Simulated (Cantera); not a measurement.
**Fluorocarbon and chlorocarbon gases: C2F6 + H2**

Input: 1 mol C2F6, 3.8 mol H2, equilibrated at 38.0 mbar.

Cantera equilibrium calculation (NASA polynomials, part measured and part estimated; ideal gas, pure solids and liquids). Candidate condensed phases: C, C6H6, C7H8, C8H18; 110 gas species. Ions and electrons are included (thermal ionisation). The feed counts by its element totals alone. Equilibrium is a limit: real reactors are often held back by kinetics, nucleation or transport.

```
T (K)     x HF     x H       x F      x C      x H2      x C3      x CF      x C2  n C(graphite)
-----  -------  ------  --------  -------  --------  --------  --------  --------  -------------
2500     0.864  0.0397  0.000756  4.38e-6    0.0948   1.31e-5   2.47e-5   1.21e-6           1.98
2750     0.835  0.0907   0.00428  9.94e-5    0.0668  0.000444  0.000280   4.29e-5           1.95
3000     0.771   0.155    0.0202  0.00133    0.0366   0.00821   0.00234  0.000834           1.70
3250     0.600   0.220    0.0697   0.0101    0.0178    0.0567    0.0109   0.00720              0
3500     0.412   0.313     0.163   0.0290    0.0107    0.0394    0.0168    0.0119              0
3750     0.217   0.400     0.264   0.0629   0.00604    0.0185    0.0164    0.0137              0
4000    0.0919   0.450     0.331   0.0986   0.00303   0.00483    0.0105   0.00986              0
4250    0.0365   0.472     0.362    0.117   0.00147  0.000760   0.00506   0.00473              0
4500    0.0150   0.481     0.375    0.124  0.000734  0.000108   0.00229   0.00201              0
4750   0.00655   0.484     0.380    0.126  0.000388   1.73e-5   0.00107  0.000880              0
5000   0.00308   0.486     0.383    0.127  0.000217   3.22e-6  0.000529  0.000410              0
```
x: gas mole fraction; n: condensed amount in mol.

From 2500 K to 3000 K the condensed part is C(graphite). From 3250 K to 5000 K nothing is condensed. The main C-bearing gas is C2H2 (acetylene) at 2500 K and C at 5000 K.
